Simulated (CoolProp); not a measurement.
C3F8 (R218) along the isobar 0.494 MPa: density (kg/m³) from the reference equation and from simpler models built on Tc = 345.0 K, pc = 2.640 MPa, ω = 0.317; each cubic takes its own stable root.

Values from CoolProp's reference Helmholtz-energy equation of state, Lemmon 2006. It is a short technical equation, of lower accuracy than the large ones.

```json
[
 {"T (K)": "310.3", "phase": "gas", "reference": "39.90"},
 {"T (K)": "326.5", "phase": "gas", "reference": "37.19"},
 {"T (K)": "342.7", "phase": "gas", "reference": "34.91"},
 {"T (K)": "358.9", "phase": "gas", "reference": "32.96"},
 {"T (K)": "375.1", "phase": "gas", "reference": "31.25"},
 {"T (K)": "391.4", "phase": "gas", "reference": "29.73"},
 {"T (K)": "407.6", "phase": "gas", "reference": "28.38"},
 {"T (K)": "423.8", "phase": "gas", "reference": "27.16"},
 {"T (K)": "440", "phase": "gas", "reference": "26.04"}
]
```

Question: How far does each simpler model (ideal gas, van der Waals) lie from the reference over these 9 states: mean and median of the absolute difference, and the worst?

Answer: 
- ideal gas: mean 5.3 %, median 4.7 %, worst -9.8 % at 310.3 K and 0.494 MPa
- van der Waals: mean 0.7 %, median 0.5 %, worst -2.3 % at 310.3 K and 0.494 MPa
